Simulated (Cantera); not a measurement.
A closed system holds: 1 mol AlN, 0.63 mol H2, at 2073.15 K and 1 atm.

Method: chemical equilibrium by Gibbs-energy minimisation in Cantera with the NASA 1993 tables (ideal gas, pure condensed phases). Candidate condensed phases: Al, AlN; 13 gas species. Rates play no part.

Base state: H2 0.993, H 0.00261, Al 0.00212, N2 0.00131, AlH 0.000508 (mole fractions); condensed: AlN(s).

Q: What changes in the equilibrium state with this change: pressure from 1 atm to 0.0133 bar?

A: 
```json
[
 {"species": "H2", "before": "0.993", "after": "0.717"},
 {"species": "Al", "before": "0.00212", "after": "0.171"},
 {"species": "N2", "before": "0.00131", "after": "0.0878"},
 {"species": "H", "before": "0.00261", "after": "0.0193"},
 {"species": "Al2", "before": "9.58e-7", "after": "8.27e-5"},
 {"species": "AlH", "before": "0.000508", "after": "0.00401"},
 {"species": "AlN(s), mol", "before": "0.998", "after": "0.848"}
]
```
